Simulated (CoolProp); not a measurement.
Saturated liquid density (kg/m³) of R1123: the reference equation beside estimates from Tc = 331.7 K, pc = 4.549 MPa, ω = 0.243.

Model: reference Helmholtz-energy equation of state, Akasaka 2020, in CoolProp.

| T (K) | reference | Redlich-Kwong | Soave-Redlich-Kwong | Peng-Robinson |
|---|---|---|---|---|
| 208.1 | 1356 | 1200 | 1238 | 1398 |
| 215 | 1335 | 1178 | 1217 | 1376 |
| 222 | 1313 | 1155 | 1196 | 1353 |
| 229 | 1290 | 1131 | 1173 | 1328 |
| 236 | 1266 | 1106 | 1149 | 1302 |
| 243 | 1242 | 1079 | 1124 | 1274 |
| 250 | 1216 | 1051 | 1097 | 1244 |
| 256.9 | 1190 | 1023 | 1069 | 1212 |
| 263.9 | 1162 | 991.9 | 1038 | 1178 |
| 270.9 | 1133 | 959.4 | 1005 | 1141 |
| 277.9 | 1102 | 924.8 | 970.1 | 1101 |
| 284.9 | 1069 | 887.7 | 932.0 | 1057 |
| 291.9 | 1033 | 847.8 | 890.3 | 1010 |

Absolute difference from the reference over all 13 rows, mean and median: Redlich-Kwong 14.0 and 13.6 %, Soave-Redlich-Kwong 10.4 and 9.8 %, Peng-Robinson 2.1 and 2.3 %.
